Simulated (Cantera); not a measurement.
A perfectly stirred reactor is fed with 32.8 % CH4, 62.3 % CO2, 4.92 % H2, at 10.0 bar; it is held at 1473 K, and followed from long to short residence time.

Computed with Cantera and GRI-Mech 3.0 (53 species, 325 reactions).

### Question
Predict: x(CH4) at τ = 15.0 s; x(CO2) at τ = 15.0 s; x(H2) at τ = 15.0 s; x(C2H4) at τ = 15.0 s; x(H) at τ = 15.0 s; x(CH4) at τ = 0.120 s; x(CO2) at τ = 0.120 s; x(H2) at τ = 0.120 s; x(C2H4) at τ = 0.120 s; x(H) at τ = 0.120 s.

### Answer
```
Quantity                 Result
----------------------  -------
x(CH4) at τ = 15.0 s     0.0867
x(CO2) at τ = 15.0 s      0.187
x(H2) at τ = 15.0 s       0.147
x(C2H4) at τ = 15.0 s   0.00889
x(H) at τ = 15.0 s      1.51e-6
x(CH4) at τ = 0.120 s     0.239
x(CO2) at τ = 0.120 s     0.519
x(H2) at τ = 0.120 s     0.0740
x(C2H4) at τ = 0.120 s  0.00926
x(H) at τ = 0.120 s     5.99e-7
```
